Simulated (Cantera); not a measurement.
Source: NASA polynomial tables (part measured, part estimated), evaluated in Cantera. Values are per mole of reaction as written; species without (g) are pure solids or liquids, kept so even where they would boil at 1 bar. TiC: taken at fixed stoichiometry.

Task: Between 300 and 2100 K, where is each reaction favourable under standard conditions?
- 4 CO2(g) + Ti4O7 ⇌ 5 O3(g) + 4 TiC

Result: 
- 4 CO2(g) + Ti4O7 ⇌ 5 O3(g) + 4 TiC: ΔG° is 4880 kJ at 300 K and 4523 kJ at 2100 K; it stays positive (K < 1). ΔH° is 4684 kJ and ΔS° 77 J/K at 2100 K.
